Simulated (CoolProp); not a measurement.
The numbers come from the reference Helmholtz-energy equation of state, McLinden 2015 in CoolProp.

Problem. Give the vapour pressure (bar), enthalpy of vaporisation (kJ/kg), liquid cp (kJ/(kg K)), vapour Z of saturated the fluoroketone C6F12O (FK-5-1-12) at -38.15, -5.95 °C.

Solution. 
```tsv
T (°C)	p (bar)	enthalpy of vaporisation (kJ/kg)	liquid cp (kJ/(kg K))	vapour Z
-38.15	0.0110	112	1.09	0.998
-5.95	0.0904	103	1.09	0.989
```
